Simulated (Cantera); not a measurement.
# Carbothermic reduction: PbO + CO + N₂

Charge: 1 mol PbO, 1.5 mol CO, 0.35 mol N₂, equilibrated at 69.0 mbar.

Equilibrium computed with Cantera from the NASA thermochemical tables; the gas is ideal and each condensed phase is pure. Candidate condensed phases: C, Pb, PbO, PbO₂, Pb₃O₄; 27 gas species. Gases not in the tables: (PbO)n polymers. Kinetics and transport are ignored.

```tsv
T (K)	x CO₂	x Pb	x CO	x N₂	x PbO	x O₂	x O	x NO	n Pb(l)
975	0.540	0.000133	0.270	0.189	3.16e-10	<1e-12	<1e-12	<1e-12	1.000
1175	0.537	0.00631	0.269	0.188	4.01e-7	<1e-12	<1e-12	1.25e-11	0.988
1375	0.489	0.0951	0.245	0.171	6.11e-5	2.32e-11	1.17e-11	3.07e-9	0.805
1575	0.350	0.349	0.177	0.123	0.00123	1.16e-8	4.38e-9	1.61e-7	0
1775	0.346	0.346	0.180	0.123	0.00441	1.35e-6	4.23e-7	3.81e-6	0
1975	0.339	0.339	0.187	0.123	0.0114	5.46e-5	1.55e-5	4.55e-5	0
2175	0.325	0.328	0.200	0.122	0.0227	0.000978	0.000274	0.000321	0
2375	0.293	0.313	0.228	0.121	0.0339	0.00808	0.00259	0.00140	0
```
x: gas mole fraction; n: condensed amount in mol.

From 975 K to 1375 K the condensed part is Pb(l). From 1575 K to 2375 K nothing is condensed.
